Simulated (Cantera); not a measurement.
Cantera run, input and output.

```python
import numpy as np
import cantera as ct

gas = ct.Solution("gri30.yaml")


def delay(T, t_max=10):
    gas.TPX = T, 1000000, {'CH4': 1, 'O2': 1, 'N2': 3.76}
    reactor = ct.IdealGasReactor(gas, clone=False)
    net = ct.ReactorNet([reactor])
    net.rtol, net.atol = 1e-8, 1e-16
    while net.time < t_max:
        t_old, T_old = net.time, reactor.T
        net.step()
        if reactor.T > T + 400:  # ignition: a rise of 400 K
            return t_old + (T + 400 - T_old) / (reactor.T - T_old) * (net.time - t_old)
    return np.nan


taus = []
for T in [1000, 1075, 1150, 1225, 1300, 1375, 1450]:
    taus.append(delay(T))
    print(f"T0 = {T:6g} K   tau = {taus[-1]:.4e} s")
```

It prints:

```
T0 =   1000 K   tau = 1.1022e-01 s
T0 =   1075 K   tau = 3.4571e-02 s
T0 =   1150 K   tau = 1.2293e-02 s
T0 =   1225 K   tau = 4.7468e-03 s
T0 =   1300 K   tau = 1.9573e-03 s
T0 =   1375 K   tau = 8.5277e-04 s
T0 =   1450 K   tau = 3.8873e-04 s
```

Computed with Cantera and GRI-Mech 3.0 (53 species, 325 reactions).
